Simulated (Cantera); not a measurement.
**Aluminium nitride and oxide growth: Al(CH₃)₃ + O₂ + H₂ + H₂O**

Input: 1 mol Al(CH₃)₃, 13 mol O₂, 51 mol H₂, 0.26 mol H₂O, at 2175 K and 0.00133 bar.

Cantera equilibrium calculation (NASA polynomials, part measured and part estimated; ideal gas, pure solids and liquids). Candidate condensed phases: Al, Al₂O₃, C, C₆H₆, C₇H₈, C₈H₁₈, H₂O; 121 gas species. The feed counts by its element totals alone. The tables' values for AlOH are old estimates; treat these amounts as uncertain. Equilibrium is a limit: real reactors are often held back by kinetics, nucleation or transport.

* **x(H₂)**: 0.511
* **x(H₂O)**: 0.335
* **x(H)**: 0.0956
* **x(CO)**: 0.0429
* **x(OH)**: 0.00841
* **x(CO₂)**: 0.00541
* **x(O)**: 0.00110
* **x(O₂)**: 0.000306
* **x(AlO₂H)**: 4.55e-5
* **n(Al₂O₃(s))**: 0.498 mol
* **gas amount**: 62.08 mol
* **log10 activity of Al(l) (absent)**: -6.94
* **log10 activity of C(graphite) (absent)**: -8.27
